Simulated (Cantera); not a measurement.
Thermodynamics of titanium nitride, carbide and oxide coatings, feed TiCl₄ + H₂O + N₂

Charge: 1 mol TiCl₄, 28 mol H₂O, 73 mol N₂.

Cantera equilibrium calculation (NASA polynomials, part measured and part estimated; ideal gas, pure solids and liquids). Candidate condensed phases: H₂O, NH₄Cl, Ti, TiCl₂, TiCl₃, TiCl₄, TiN, TiO, TiO₂, Ti₂O₃, Ti₃O₅, Ti₄O₇; 38 gas species. The tables' values for TiCl₂ are old estimates. Gases not in the tables: TiO(OH)₂. The numbers say what is thermodynamically allowed, not how fast it happens.

Stable condensed phases:

```
T in K \ P in Pa
             10     25     63    160    400   1000   2500   6300  16000  40000 100000
   2150       A      A      B      B      B      B      B      B      B      B      B
   2100       A      B      B      B      B      B      B      B      B      B      B
   2050       B      B      B      B      B      B      B      B      B      B      B
   2000       B      B      B      B      B      B      B      B      B      B      B
   1950       B      B      B      B      B      B      B      B      B      B      B
   1900       B      B      B      B      B      B      B      B      B      B      B
   1850       B      B      B      B      B      B      B      B      B      B      B
   1800       B      B      B      B      B      B      B      B      B      B      B
   1750       B      B      B      B      B      B      B      B      B      B      B
   1700       B      B      B      B      B      B      B      B      B      B      B
   1650       B      B      B      B      B      B      B      B      B      B      B
```

A: gas only; B: TiO₂.
